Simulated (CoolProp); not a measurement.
Vapour-liquid equilibrium of n-heptane (1) + m-xylene (2) at 470.8 K; x and y are mole fractions of (1).

Model: multi-fluid Helmholtz-energy mixture model, Span 2003 and Zhou 2012; pair parameters Bell 2016, in CoolProp.

| x | bubble pressure (MPa) | y at the bubble point | dew pressure at overall composition x (MPa) | liquid density (mol/L) |
|---|---|---|---|---|
| 0.05 | 0.4256 | 0.117 | 0.4050 | 6.441 |
| 0.125 | 0.4745 | 0.257 | 0.4281 | 6.318 |
| 0.2 | 0.5204 | 0.367 | 0.4536 | 6.197 |
| 0.275 | 0.5638 | 0.458 | 0.4817 | 6.077 |
| 0.35 | 0.6053 | 0.536 | 0.5129 | 5.959 |
| 0.425 | 0.6453 | 0.604 | 0.5475 | 5.843 |
| 0.5 | 0.6844 | 0.666 | 0.5857 | 5.728 |
| 0.575 | 0.7229 | 0.723 | 0.6277 | 5.614 |
| 0.65 | 0.7611 | 0.777 | 0.6739 | 5.502 |
| 0.725 | 0.7992 | 0.827 | 0.7241 | 5.390 |
| 0.8 | 0.8374 | 0.876 | 0.7784 | 5.280 |
| 0.875 | 0.8759 | 0.923 | 0.8365 | 5.170 |
| 0.95 | 0.9150 | 0.970 | 0.8983 | 5.060 |

No azeotrope shows between x = 0.05 and 0.95.

Pair parameters are fitted to limited data, so mixtures are less certain than the pure fluids.
